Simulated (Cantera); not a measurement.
Standard-state values (1 bar) from the NASA 1993 polynomials, evaluated with Cantera. Values are per mole of reaction as written; species without (g) are pure solids or liquids, kept so even where they would boil at 1 bar.

2 Fe(OH)₃ + N₂O(g) = Fe₂O₃ + 2 NH₃(g) + 2 O₂(g)

```csv
T (K),ΔH° (kJ),ΔS° (J/K),ΔG° (kJ),log10 K
573,?,?,?,?
623,658.6,437.4,386.1,-32.37
673,657.0,434.8,364.3,-28.27
723,655.3,432.5,342.6,-24.75
773,653.7,430.4,321.0,-21.69
823,?,?,?,?
873,?,?,?,?
```

### Question
What belongs in the gaps?

### Answer

- 573, ΔH° (kJ): 660.3
- 573, ΔS° (J/K): 440.2
- 573, ΔG° (kJ): 408.0
- 573, log10 K: -37.20
- 823, ΔH° (kJ): 652.2
- 823, ΔS° (J/K): 428.4
- 823, ΔG° (kJ): 299.6
- 823, log10 K: -19.01
- 873, ΔH° (kJ): 650.6
- 873, ΔS° (J/K): 426.6
- 873, ΔG° (kJ): 278.2
- 873, log10 K: -16.65
